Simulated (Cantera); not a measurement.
A perfectly stirred reactor is fed with 2.25 % CH4, 2.71 % C2H6, 20.0 % O2, 75.1 % N2, equivalence ratio 0.70, at 3900 Torr; it is adiabatic with a 425 K inlet, and is followed from long to short residence time, starting on the burning branch (τ in s: 0.18, 0.075, 0.031, 0.013, 0.0055, 0.0023, 0.00097, 0.00041, 0.00017, 7.1e-05, 3e-05, 1.3e-05).

Model: GRI-Mech 3.0 (53 species, 325 reactions), integrated in Cantera.

Predict: blow-out, bracketed by the residence times tried; x(CH4) at τ = 0.180 s; x(C2H6) at τ = 0.180 s; x(O2) at τ = 0.180 s; x(H2O) at τ = 0.180 s; x(CO) at τ = 0.180 s; x(CH4) at τ = 0.970 ms; x(C2H6) at τ = 0.970 ms; x(O2) at τ = 0.970 ms; x(H2O) at τ = 0.970 ms; x(CO) at τ = 0.970 ms.


```json
{
  "blow_out_bracketed_by_the_residence_times_tried": "burning at 71.0 µs, out at 30.0 µs",
  "x(CH4) at τ = 0.180 s": "6.24e-7",
  "x(C2H6) at τ = 0.180 s": "1.09e-7",
  "x(O2) at τ = 0.180 s": "0.0589",
  "x(H2O) at τ = 0.180 s": "0.124",
  "x(CO) at τ = 0.180 s": "0.000178",
  "x(CH4) at τ = 0.970 ms": "2.94e-5",
  "x(C2H6) at τ = 0.970 ms": "8.25e-6",
  "x(O2) at τ = 0.970 ms": "0.0602",
  "x(H2O) at τ = 0.970 ms": "0.122",
  "x(CO) at τ = 0.970 ms": "0.00312"
}
```
